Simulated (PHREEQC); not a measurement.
Dissolve 0.015 mol/kgw HF, 0.00063 mol/kgw KF and 9.3e-05 mol/kgw H2SO4 at 20 °C. It is in equilibrium with CO2 at log p = -3.4 (atm). Otherwise closed; pH follows from the charge balance.

The numbers come from PHREEQC with the ion-association model, phreeqc.dat.

Each row changes one thing in this solution. This is a speciation only: nothing precipitates in the calculation.

| case | pH | ionic strength (mol/kgw) | HF (mol/kgw) | F- (mol/kgw) | HF2- (mol/kgw) | HCO3- (mol/kgw) |
|---|---|---|---|---|---|---|
| as made | 2.55 | 0.00371 | 0.0120 | 0.00331 | 0.000147 | 2.44e-9 |
| H2SO4 left out | 2.56 | 0.00354 | 0.0119 | 0.00339 | 0.000149 | 2.51e-9 |
| HF from 0.015 to 0.003 mol/kgw | 2.98 | 0.00180 | 0.00208 | 0.00153 | 1.17e-5 | 6.51e-9 |
| HF from 0.015 to 0.0225 mol/kgw | 2.44 | ___ | ___ | 0.00404 | 0.000275 | 1.92e-9 |
| KF left out | 2.51 | ___ | 0.0118 | ___ | 0.000129 | 2.23e-9 |
| 0.00026 mol/kgw Cu(NO3)2 added | 2.55 | ___ | 0.0120 | 0.00332 | 0.000147 | 2.45e-9 |

Question: What belongs in the gaps?

Answer: 
- HF from 0.015 to 0.0225 mol/kgw, ionic strength (mol/kgw): 0.00455
- HF from 0.015 to 0.0225 mol/kgw, HF (mol/kgw): 0.0185
- KF left out, ionic strength (mol/kgw): 0.00334
- KF left out, F- (mol/kgw): 0.00297
- 0.00026 mol/kgw Cu(NO3)2 added, ionic strength (mol/kgw): 0.00448

Species that the database lacks are ignored.
